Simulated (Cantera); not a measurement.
Charge: 1 mol MgO, 2.2 mol CO, 0.12 mol H2, equilibrated at 1000 Pa.

These are equilibrium values from Cantera (NASA tables, ideal gas, pure condensed phases), not measurements of a reactor. Candidate condensed phases: C, C6H6, C7H8, C8H18, H2O, Mg, MgCO3, MgO, Mg(OH)2; 116 gas species. The numbers say what is thermodynamically allowed, not how fast it happens.

Question: Which condensed phases are stable at each of these points (T (K)): 800, 1000, 1200, 1400, 1600, 1800, 2000?

Answer: 
```
T (K)      condensed phases  Mg condensed (%)
-----  --------------------  ----------------
800    C(graphite) + MgO(s)             100.0
1000   C(graphite) + MgO(s)             100.0
1200   C(graphite) + MgO(s)             100.0
1400                 MgO(s)             100.0
1600                 MgO(s)              99.9
1800                 MgO(s)              99.0
2000                 MgO(s)              95.4
```

From 800 K to 1200 K the condensed part is C(graphite) + MgO(s). From 1400 K to 2000 K the condensed part is MgO(s).
